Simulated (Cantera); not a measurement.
A freely propagating, adiabatic, planar premixed flame of H₂ : O₂ : N₂ = 1 : 0.357 : 1.34 (molar parts), equivalence ratio 1.4, unburnt at 450 K and 760 Torr; mixture-averaged transport, grid criteria slope 0.08 and curve 0.16, no radiation.

Model: the H2/O2 subset of GRI-Mech 3.0, which has no nitrogen chemistry, integrated in Cantera. Burning velocities carry a grid error of a few per cent, more on coarse grids.

Task: How do the results move with these cheaper or finer settings: unity-Lewis-number transport; multicomponent transport; multicomponent+Soret transport; grid criteria slope 0.5, curve 1; grid criteria slope 0.25, curve 0.5; grid criteria slope 0.03, curve 0.06?

Result: 
```csv
setting,laminar burning velocity,thermal thickness,peak x(H),peak x(O),grid points
as above,554 cm/s,0.397 mm,0.0782,0.00739,118
unity-Lewis-number transport,344 cm/s,0.331 mm,0.0822,0.00668,112
multicomponent transport,542 cm/s,0.398 mm,0.0780,0.00730,118
multicomponent+Soret transport,515 cm/s,0.388 mm,0.0762,0.00728,118
"grid criteria slope 0.5, curve 1",604 cm/s,0.507 mm,0.0805,0.00751,38
"grid criteria slope 0.25, curve 0.5",570 cm/s,0.436 mm,0.0789,0.00715,57
"grid criteria slope 0.03, curve 0.06",549 cm/s,0.388 mm,0.0780,0.00744,280
```
Unity Lewis numbers drop preferential diffusion, which matters most where H2 and H carry the flame; Soret adds thermal diffusion.
